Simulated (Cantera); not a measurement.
A perfectly stirred reactor is fed with NH3 : H2 = 1 : 0.49 (molar parts), at 0.987 atm; it is held at 1550 K, and followed from long to short residence time.

Model: the gas-phase N/H chemistry of the illustrative SiF4/NH3 mechanism in the Surface Chemkin manual (1991), integrated in Cantera. Walls and surfaces, which speed up NH3 decomposition in real reactors, are not modelled.

```json
[
 {"quantity": "x(NH3) at τ = 4.50 s", "before": "0.552", "after": "0.0167"},
 {"quantity": "x(H2) at τ = 4.50 s", "before": "0.412", "after": "0.787"},
 {"quantity": "x(NH2) at τ = 4.50 s", "before": "3.92e-5", "after": "5.02e-5"},
 {"quantity": "x(NH) at τ = 4.50 s", "before": "1.00e-7", "after": "1.92e-6"},
 {"quantity": "x(H) at τ = 4.50 s", "before": "1.27e-5", "after": "0.000829"},
 {"quantity": "x(NH3) at τ = 0.110 s", "before": "0.667", "after": "0.230"},
 {"quantity": "x(H2) at τ = 0.110 s", "before": "0.332", "after": "0.638"},
 {"quantity": "x(NH2) at τ = 0.110 s", "before": "4.57e-5", "after": "0.000353"},
 {"quantity": "x(NH) at τ = 0.110 s", "before": "1.12e-7", "after": "6.66e-6"},
 {"quantity": "x(H) at τ = 0.110 s", "before": "9.91e-6", "after": "0.000344"}
]
```

Problem. Name the change that produced these shifts.
A) H2 0.49 to 0.062 parts
B) temperature 1550 to 1950 K
C) NH3 1 to 3.8 parts
D) temperature 1550 to 2200 K

Solution. B, temperature 1550 to 1950 K
